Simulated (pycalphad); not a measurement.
All values are pycalphad results on the COST 507 light-alloy database (1999) (1 atm), not direct measurements. The database dates from 1999; later assessments differ in places, in temperatures and in the compounds included. Phase fractions are per mole of atoms. Kinetics are ignored, which matters at the lower temperatures.

Question: Give the equilibrium state of Al-1.434Mg-0.542Si (wt.%) at 627 °C.

Answer: fcc, fraction 0.869, with 1.1 Mg, 0.22 Si wt.%; liquid, fraction 0.131, with 3.9 Mg, 2.7 Si wt.%.

Question: Give the equilibrium state of Al-1.434Mg-0.542Si (wt.%) at 77 °C.

Answer: 
```
T = 350.00 K, P = 101325 Pa, N = 1 mol of atoms
G = -10397 J/mol, H = 992 J/mol, S = 32.54 J/(mol K)  (SER reference)
chemical potentials (J/mol): Al -10026, Mg -18737, Si -54672
phase             fraction      x(Al)      x(Mg)      x(Si)
FCC_A1              0.9844     0.9944     0.0056   6.65e-14
MG2SI               0.0156       none     0.6667     0.3333
```

Database names, with the compositions (at.%) that they take in these runs: MG2SI: Mg 67 Si 33. FCC_A1 is fcc. An entry "none" or "no" means that the model of the phase leaves that element out.
